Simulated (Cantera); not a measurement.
What does this Cantera script print?

```python
import numpy as np
import cantera as ct

gas_names = [...]  # 95 gases of nasa_gas.yaml made of C, F, H
cond_names = """
    C(gr) C6H6(L) C7H8(L) C8H18(L),n-octa
""".split()


# ... load() reads the species with a 1 bar reference pressure and builds the phases ...
atoms = {
    'CF4': {'C': 1, 'F': 4},
    'CH4': {'C': 1, 'H': 4},
}
top_T = {'C(gr)': 4500}  # K; cautious upper limits of use, not melting points


# ... equilibrate(T, P, feed) seeds the gas with the atoms and calls Mixture.equilibrate('TP', solver="vcs", rtol=1e-11, max_steps=5000) ...
results = []
T = 1373.15  # K
P = 100000  # Pa
for m in [0.045, 0.077, 0.13, 0.22, 0.37, 0.63, 1.1, 1.8]:
    feed = {'CF4': 1, 'CH4': m}  # mol
    mix = equilibrate(T, P, feed)
    results.append((T, P, feed, dict(zip(mix.species_names, mix.species_moles))))

top = {s: max(r[3][s] / sum(r[3][g] for g in gas_names) for r in results) for s in gas_names}
cols = sorted((s for s in top if top[s] > 1e-06), key=lambda s: -top[s])[:8]
seen = [c for c in cond_names if any(r[3].get(c, 0) > 1e-12 for r in results)]
print("log10 of partial pressures in bar; condensed amounts in mol")
print(f"{'n(CH4)':>10s}" + "".join(f"{s[:9]:>10s}" for s in cols + seen))
for T, P, feed, n in results:
    ng = sum(n[g] for g in gas_names)
    print(f"{feed['CH4']:10.4g}" + "".join(f"{np.log10(max(n[s] / ng * P / 1e5, 1e-99)):10.3f}" for s in cols)
          + "".join(f"{n.get(c, 0):10.4g}" for c in seen))
```

Result:

```
log10 of partial pressures in bar; condensed amounts in mol
    n(CH4)        HF       CF4        H2       CH4      H2F2      CHF3       CF3       CF2     C(gr)
     0.045    -0.800    -0.075    -9.059   -20.417    -6.405    -5.332    -5.290    -5.307   0.08999
     0.077    -0.602    -0.125    -8.638   -19.575    -6.009    -5.159    -5.328    -5.332     0.154
      0.13    -0.427    -0.204    -8.249   -18.797    -5.660    -5.024    -5.386    -5.371      0.26
      0.22    -0.276    -0.328    -7.884   -18.067    -5.357    -4.934    -5.480    -5.433      0.44
      0.37    -0.154    -0.525    -7.543   -17.384    -5.114    -4.911    -5.627    -5.532      0.74
      0.63    -0.060    -0.893    -7.170   -16.638    -4.925    -5.001    -5.903    -5.716      1.26
       1.1    -0.021   -12.434    -1.322    -4.943    -4.848   -10.733   -14.559   -11.486       2.1
       1.8    -0.146   -14.488    -0.545    -3.389    -5.097   -11.885   -16.100   -12.513     2.798
```

Method: chemical equilibrium by Gibbs-energy minimisation in Cantera with the NASA 1993 tables (ideal gas, pure condensed phases). Gases not in the tables: C2F6 and larger saturated fluorocarbons.
